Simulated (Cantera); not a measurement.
Feed: 1 mol HMDSO, 0.23 mol O3, equilibrated at 725 °C and 0.100 bar.

Cantera equilibrium calculation (NASA polynomials, part measured and part estimated; ideal gas, pure solids and liquids). Candidate condensed phases: C, C6H6, C7H8, C8H18, H2O, Si, SiC, SiO2; 123 gas species. The feed counts by its element totals alone. Kinetics and transport are ignored.

Base state: H2 0.990, CH4 0.00955 (mole fractions); condensed: C(graphite) + SiC(s) + SiO2(β-quartz).

**Question.** What changes in the equilibrium state with this change: temperature from 725 °C to 1275 °C?

**Answer.** 
| species | before | after |
|---|---|---|
| H2 | 0.990 | 0.842 |
| CO | 1.17e-6 | 0.158 |
| SiO | <1e-9 | 0.000376 |
| CH4 | 0.00955 | 0.000145 |
| H | 6.80e-9 | 8.95e-5 |
| C2H2 (acetylene) | 1.07e-9 | 1.32e-5 |
| C(graphite), mol | 4.76 | 2.32 |
| SiC(s), mol | 1.16 | 2.00 |
| SiO2(β-quartz), mol | 0.845 | 0 |

**Question.** What changes in the equilibrium state with this change: temperature from 725 °C to 1327 °C?

**Answer.** 
```json
[
 {"species": "H2", "before": "0.990", "after": "0.842"},
 {"species": "CO", "before": "1.17e-6", "after": "0.158"},
 {"species": "SiO", "before": "<1e-9", "after": "0.000457"},
 {"species": "CH4", "before": "0.00955", "after": "0.000116"},
 {"species": "H", "before": "6.80e-9", "after": "0.000158"},
 {"species": "C2H2 (acetylene)", "before": "1.07e-9", "after": "2.31e-5"},
 {"species": "H2O", "before": "4.71e-8", "after": "1.16e-5"},
 {"species": "C(graphite), mol", "before": "4.76", "after": "2.32"},
 {"species": "SiC(s), mol", "before": "1.16", "after": "2.00"},
 {"species": "SiO2(β-quartz), mol", "before": "0.845", "after": "0"}
]
```

**Question.** What changes in the equilibrium state with this change: temperature from 725 °C to 752 °C?

**Answer.** 
| species | before | after |
|---|---|---|
| H2 | 0.990 | 0.993 |
| CH4 | 0.00955 | 0.00724 |
| C(graphite), mol | 4.76 | 4.78 |
| SiC(s), mol | 1.16 | 1.16 |
| SiO2(β-quartz), mol | 0.845 | 0.845 |
Mutual solubility and eutectic melting of coexisting phases are not modelled.
